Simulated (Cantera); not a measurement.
Transport properties of process gases

Gas mixture: H2O : NO = 0.38 : 0.77 (molar parts), at 0.132 atm, frozen composition.

Cantera's kinetic-theory transport with the Lennard-Jones parameters of GRI-Mech 3.0, ideal gas; thermal conductivity in the multicomponent form. Polar gases are described roughly by these parameters.

```json
[
 {"T (K)": "400", "ρ (kg/m³)": "0.104", "cp (J/kg/K)": "1205", "μ (µPa s)": "20.2", "λ (mW/m/K)": "35.8", "Pr": "0.680", "D (cm²/s) NH3": "2.80", "D (cm²/s) H": "16.0", "D (cm²/s) CH3": "2.91"},
 {"T (K)": "500", "ρ (kg/m³)": "0.0835", "cp (J/kg/K)": "1231", "μ (µPa s)": "24.2", "λ (mW/m/K)": "44.2", "Pr": "0.673", "D (cm²/s) NH3": "4.29", "D (cm²/s) H": "23.8", "D (cm²/s) CH3": "4.33"},
 {"T (K)": "600", "ρ (kg/m³)": "0.0696", "cp (J/kg/K)": "1264", "μ (µPa s)": "27.9", "λ (mW/m/K)": "52.7", "Pr": "0.670", "D (cm²/s) NH3": "6.05", "D (cm²/s) H": "32.8", "D (cm²/s) CH3": "5.96"},
 {"T (K)": "700", "ρ (kg/m³)": "0.0597", "cp (J/kg/K)": "1299", "μ (µPa s)": "31.5", "λ (mW/m/K)": "61.2", "Pr": "0.669", "D (cm²/s) NH3": "8.05", "D (cm²/s) H": "42.9", "D (cm²/s) CH3": "7.79"},
 {"T (K)": "800", "ρ (kg/m³)": "0.0522", "cp (J/kg/K)": "1334", "μ (µPa s)": "34.9", "λ (mW/m/K)": "69.6", "Pr": "0.668", "D (cm²/s) NH3": "10.3", "D (cm²/s) H": "53.9", "D (cm²/s) CH3": "9.80"},
 {"T (K)": "900", "ρ (kg/m³)": "0.0464", "cp (J/kg/K)": "1367", "μ (µPa s)": "38.1", "λ (mW/m/K)": "78.0", "Pr": "0.668", "D (cm²/s) NH3": "12.7", "D (cm²/s) H": "65.9", "D (cm²/s) CH3": "12.0"},
 {"T (K)": "1000", "ρ (kg/m³)": "0.0418", "cp (J/kg/K)": "1398", "μ (µPa s)": "41.2", "λ (mW/m/K)": "86.3", "Pr": "0.668", "D (cm²/s) NH3": "15.3", "D (cm²/s) H": "78.9", "D (cm²/s) CH3": "14.3"}
]
```
D: mixture-averaged diffusion coefficient of that species in the mixture.
